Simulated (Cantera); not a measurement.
An adiabatic, constant-volume homogeneous reactor starts with 17.7 % CH4, 3.19 % H2, 16.1 % O2, 60.6 % N2, 2.31 % CO2, equivalence ratio 2.3, at 1673 K and 3530 Torr.

Detailed kinetics in Cantera: GRI-Mech 3.0 (53 species, 325 reactions).

### Question
Predict: time of steepest temperature rise; temperature at 4.00 s; equilibrium temperature; x(H2) at 4.00 s; x(O2) at 4.00 s; x(H2O2) at 4.00 s.

### Answer
| Quantity | Value |
|---|---|
| time of steepest temperature rise | 61.6 µs |
| temperature at 4.00 s | 2781 K |
| equilibrium temperature | 2781 K |
| x(H2) at 4.00 s | 0.192 (gas-phase equilibrium 0.192) |
| x(O2) at 4.00 s | 1.82e-5 (gas-phase equilibrium 1.82e-5) |
| x(H2O2) at 4.00 s | 1.96e-8 (gas-phase equilibrium 1.96e-8) |
